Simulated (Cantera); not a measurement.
An adiabatic, constant-volume homogeneous reactor starts with CH3OH : O2 : N2 = 1 : 2.17 : 8.17 (molar parts), equivalence ratio 0.69, at 1250 K and 1.01 bar. Integrator tolerance rtol = 1e-08.

Computed with Cantera and GRI-Mech 3.0 (53 species, 325 reactions). GRI-Mech 3.0 was tuned for natural gas; its chemistry of methanol as a main component is partial and can be far from experiment.

Question: What does this change do: initial temperature 1250 to 1100 K?

Answer: 
```json
[
 {"quantity": "time of steepest temperature rise", "before": "4.56 ms", "after": "61.1 ms"},
 {"quantity": "temperature at 0.900 s", "before": "2669 K", "after": "2612 K"},
 {"quantity": "equilibrium temperature", "before": "2669 K", "after": "2612 K"},
 {"quantity": "x(CH3OH) at 0.900 s", "before": "<1e-12 (gas-phase equilibrium <1e-12)", "after": "<1e-12 (gas-phase equilibrium <1e-12)"},
 {"quantity": "x(O2) at 0.900 s", "before": "0.0533 (gas-phase equilibrium 0.0533)", "after": "0.0528 (gas-phase equilibrium 0.0528)"},
 {"quantity": "x(NO) at 0.900 s", "before": "0.0142 (gas-phase equilibrium 0.0142)", "after": "0.0129 (gas-phase equilibrium 0.0129)"},
 {"quantity": "x(H2O) at 0.900 s", "before": "0.150 (gas-phase equilibrium 0.150)", "after": "0.154 (gas-phase equilibrium 0.154)"},
 {"quantity": "x(H2O2) at 0.900 s", "before": "5.23e-7 (gas-phase equilibrium 5.23e-7)", "after": "5.02e-7 (gas-phase equilibrium 5.02e-7)"}
]
```

Question: What does this change do: N2 8.17 to 12 parts?

Answer: 
| quantity | before | after |
|---|---|---|
| time of steepest temperature rise | 4.56 ms | 5.08 ms |
| temperature at 0.900 s | 2669 K | 2487 K |
| equilibrium temperature | 2669 K | 2487 K |
| x(CH3OH) at 0.900 s | <1e-12 (gas-phase equilibrium <1e-12) | <1e-12 (gas-phase equilibrium <1e-12) |
| x(O2) at 0.900 s | 0.0533 (gas-phase equilibrium 0.0533) | 0.0394 (gas-phase equilibrium 0.0394) |
| x(NO) at 0.900 s | 0.0142 (gas-phase equilibrium 0.0142) | 0.00956 (gas-phase equilibrium 0.00956) |
| x(H2O) at 0.900 s | 0.150 (gas-phase equilibrium 0.150) | 0.120 (gas-phase equilibrium 0.120) |
| x(H2O2) at 0.900 s | 5.23e-7 (gas-phase equilibrium 5.23e-7) | 2.36e-7 (gas-phase equilibrium 2.36e-7) |
